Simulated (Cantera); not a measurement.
Feed: 1 mol BF3, 140 mol H2, equilibrated at 1050 K and 6.10 mbar.

Method: chemical equilibrium by Gibbs-energy minimisation in Cantera with the NASA 1993 tables (ideal gas, pure condensed phases). Candidate condensed phases: B; 20 gas species. Equilibrium is a limit: real reactors are often held back by kinetics, nucleation or transport.

Base state: H2 0.993, BF3 0.00682, HF 0.000277, BHF2 0.000275 (mole fractions); condensed: gas only.

What changes in the equilibrium state with this change: temperature from 1050 K to 1975 K?


| species | before | after |
|---|---|---|
| H2 | 0.993 | 0.963 |
| H | 1.03e-7 | 0.0172 |
| HF | 0.000277 | 0.0128 |
| BF | 1.12e-8 | 0.00589 |
| BF2 | 1.57e-6 | 0.000918 |
| BF3 | 0.00682 | 0.000104 |
| BHF2 | 0.000275 | 6.18e-5 |
The tables' values for BF2 are old estimates; treat these amounts as uncertain.

What changes in the equilibrium state with this change: BF3 replaced by B2H6?


```tsv
species	before	after
H2	0.993	1.00
BF3	0.00682	0
HF	0.000277	0
BHF2	0.000275	0
B(s), mol	0	2.00
```
The feed counts by its element totals alone.

What changes in the equilibrium state with this change: temperature from 1050 K to 1350 K?


```tsv
species	before	after
H2	0.993	0.991
BF3	0.00682	0.00574
HF	0.000277	0.00141
BF	1.12e-8	5.64e-5
H	1.03e-7	3.04e-5
```
The tables' values for BF2 are old estimates; treat these amounts as uncertain.
